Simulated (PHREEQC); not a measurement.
A solution holds 0.05 mol/kgw Fe2(SO4)3, at 20 °C. Closed to the air; pH follows from the charge balance.

All values are PHREEQC results (ion-association model, wateq4f.dat), not measurements.

Precipitation was switched off in this run.

Task: What pH, ionic strength does the model give?

Result: pH 2.57; ionic strength 0.167 mol/kgw.

Task: In which forms is S present?

Result: FeSO4+ 47 %, SO4-2 26 %, Fe(SO4)2- 24 %, HSO4- 2.6 %, FeHSO4+2 0.8 % of the S.

The solution is supersaturated, for example in Hematite (slow to form), Goethite (slow to form), so a real one may precipitate; this is no full list. Complexes and solids missing from the database can't appear.
